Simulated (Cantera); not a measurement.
A closed system holds: 1 mol SiHCl3, 0.011 mol Cl2, 55 mol N2, equilibrated at 800 K and 0.00100 bar.

Equilibrium computed with Cantera from the NASA thermochemical tables; the gas is ideal and each condensed phase is pure. Candidate condensed phases: NH4Cl, Si, Si3N4; 28 gas species. N2 is the only nitrogen source here; it is nearly inert below about 1500 K, so the nitride shown seldom forms there in practice. Rates play no part.

Base state: N2 0.974, HCl 0.0162, SiCl4 0.00940, H2 0.000796 (mole fractions); condensed: Si3N4(s).

Task: What changes in the equilibrium state with this change: Cl2 from 0.011 to 0.63 mol?

Result: 
```json
[
 {"species": "N2", "before": "0.974", "after": "0.968"},
 {"species": "HCl", "before": "0.0162", "after": "0.0163"},
 {"species": "SiCl4", "before": "0.00940", "after": "0.0147"},
 {"species": "H2", "before": "0.000796", "after": "0.000648"},
 {"species": "Si3N4(s), mol", "before": "0.157", "after": "0.0555"}
]
```
